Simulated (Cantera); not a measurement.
Low-pressure radical oxidation in H2/O2

A perfectly stirred reactor is fed with H2 : O2 : N2 = 0.064 : 1 : 0.65 (molar parts), at 0.0133 bar; it is held at 1200 K, and followed from long to short residence time.

Detailed kinetics in Cantera: GRI-Mech 3.0 (53 species, 325 reactions). Radical loss at walls, strong at low pressure, is not modelled. The temperature is held fixed by assumption; the heat of reaction is taken as removed at once.

```csv
τ (s),x H2,x O2,x OH,x H2O2,x NO,x O,x HO2
0.48,0.000269,0.571,0.00119,5.74e-8,1.30e-7,0.00456,1.40e-6
0.19,0.000456,0.569,0.00155,6.32e-8,1.78e-7,0.00757,1.69e-6
0.072,0.000774,0.565,0.00198,6.83e-8,2.05e-7,0.0117,1.96e-6
0.028,0.00129,0.562,0.00243,7.50e-8,1.74e-7,0.0156,2.15e-6
0.011,0.00225,0.560,0.00292,8.81e-8,1.07e-7,0.0178,2.29e-6
0.0042,0.00434,0.560,0.00349,1.13e-7,4.76e-8,0.0173,2.39e-6
0.0016,0.00887,0.563,0.00399,1.45e-7,1.51e-8,0.0143,2.40e-6
0.00063,0.0178,0.570,0.00374,1.46e-7,2.81e-9,0.00922,2.24e-6
```
x: mole fraction; the columns are a selection and need not sum to one.
